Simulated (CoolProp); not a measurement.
A single-stage vapour-compression cycle with R507A: evaporating at 223.15 K (dew point), condensing at 277.15 K (bubble point), superheat 5 K, subcooling 0 K, compressor efficiency 0.9, no pressure losses. Each further row changes one setting.

Values from CoolProp's reference Helmholtz-energy equation of state, Lemmon 2003. It is a pseudo-pure fit of the blend.

| case | cooling COP | pressure ratio | discharge temperature (K) | refrigerating effect (kJ/kg) | volumetric capacity (kJ/m³) |
|---|---|---|---|---|---|
| as stated | (withheld) | 8.19 | 298.0 | 132 | 620 |
| evaporating temperature 228.15 K | (withheld) | 6.42 | 295.6 | 135 | 796 |
| condensing temperature 272.15 K | 3.21 | 7.00 | 292.3 | 139 | 652 |
| subcooling 5 K | 2.96 | 8.19 | 298.0 | 139 | 652 |
| superheat 15 K | 2.83 | 8.19 | 308.4 | (withheld) | 624 |
| compressor efficiency 0.8 | 2.50 | 8.19 | 304.0 | 132 | 620 |

**Question.** Fill in the missing entries.

**Answer.** 
- as stated, cooling COP: 2.81
- evaporating temperature 228.15 K, cooling COP: 3.26
- superheat 15 K, refrigerating effect (kJ/kg): 140
